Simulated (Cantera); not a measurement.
Input (Python, Cantera) and output of one run.

```python
import numpy as np
import cantera as ct

gas_names = """
    Cu CuO Cu2 H HO2 H2 H2O H2O2 O OH O2 O3
""".split()
cond_names = """
    Cu(cr) Cu(L) CuO(s) CuO2H2(s) Cu2O(s) Cu2O(L) H2O(s) H2O(L)
""".split()


# ... load() reads the species with a 1 bar reference pressure and builds the phases ...
atoms = {
    'Cu': {'Cu': 1},
    'H2O': {'H': 2, 'O': 1},
    'H2': {'H': 2},
}
top_T = {'CuO(s)': 1390}  # K; cautious upper limits of use, not melting points


# ... equilibrate(T, P, feed) seeds the gas with the atoms and calls Mixture.equilibrate('TP', solver="vcs", rtol=1e-11, max_steps=5000) ...
results = []
feed = {'Cu': 1, 'H2O': 13, 'H2': 280}  # mol
T = 1673  # K
for P in [10, 48, 230, 1100, 5500, 26000, 130000, 620000, 3000000]:
    mix = equilibrate(T, P, feed)
    results.append((T, P, feed, dict(zip(mix.species_names, mix.species_moles))))

top = {s: max(r[3][s] / sum(r[3][g] for g in gas_names) for r in results) for s in gas_names}
cols = sorted((s for s in top if top[s] > 1e-05), key=lambda s: -top[s])[:6]
seen = [c for c in cond_names if any(r[3].get(c, 0) > 1e-12 for r in results)]
print("log10 of partial pressures in bar; condensed amounts in mol")
print(f"{'P/Pa':>10s}" + "".join(f"{s[:9]:>10s}" for s in cols + seen))
for T, P, feed, n in results:
    ng = sum(n[g] for g in gas_names)
    print(f"{P:10.4g}" + "".join(f"{np.log10(max(n[s] / ng * P / 1e5, 1e-99)):10.3f}" for s in cols)
          + "".join(f"{n.get(c, 0):10.4g}" for c in seen))
```

Result:

```
log10 of partial pressures in bar; condensed amounts in mol
      P/Pa        H2       H2O         H        Cu        OH     Cu(L)
        10    -4.026    -5.357    -5.957    -6.471    -8.605         0
        48    -3.342    -4.674    -5.615    -5.788    -8.265         0
       230    -2.660    -3.993    -5.274    -5.107    -7.924         0
      1100    -1.980    -3.313    -4.934    -4.427    -7.584         0
      5500    -1.280    -2.614    -4.584    -3.954    -7.235    0.4054
   2.6e+04    -0.605    -1.938    -4.246    -3.954    -6.897    0.8744
   1.3e+05     0.094    -1.239    -3.896    -3.954    -6.547    0.9749
   6.2e+05     0.773    -0.561    -3.557    -3.954    -6.208    0.9947
     3e+06     1.457     0.124    -3.215    -3.954    -5.866    0.9989
```

Method: chemical equilibrium by Gibbs-energy minimisation in Cantera with the NASA 1993 tables (ideal gas, pure condensed phases).
